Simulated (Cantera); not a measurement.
Mixture: 14.5 % CO, 2.89 % H2, 17.4 % O2, 65.3 % N2, equivalence ratio 0.50, at 760 Torr, adiabatic and at constant pressure. Ignition delay is the time to a rise of 400 K.

Cantera simulation using GRI-Mech 3.0 (53 species, 325 reactions); the numbers are that mechanism's predictions, not measurements. Where the delays flatten at high temperature, the 400 K rule measures the pace of heat release, not the induction time.

Predict: delay at 1225 K; delay at 1325 K; delay at 1425 K; delay at 1525 K; delay at 1625 K; delay at 1725 K.


```json
{
  "delay at 1225 K": "0.126 ms",
  "delay at 1325 K": "0.101 ms",
  "delay at 1425 K": "91.1 µs",
  "delay at 1525 K": "89.0 µs",
  "delay at 1625 K": "92.8 µs",
  "delay at 1725 K": "0.102 ms"
}
```
